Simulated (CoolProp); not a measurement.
The numbers come from the reference Helmholtz-energy equation of state, Lemmon 2006 in CoolProp. It is a short technical equation, of lower accuracy than the large ones.

**Question.** For C2F6 (R116), give the phase and the density (kg/m³), cp (kJ/(kg K)), cv (kJ/(kg K)), expansivity (1/kK) at -57.85 °C and 0.857 bar; -57.85 °C and 5.84 bar.

**Answer.** 
- -57.85 °C and 0.857 bar: gas; density 6.79, cp 0.641, cv 0.573, expansivity 5.09
- -57.85 °C and 5.84 bar: liquid; density 1510, cp 0.997, cv 0.656, expansivity 3.26
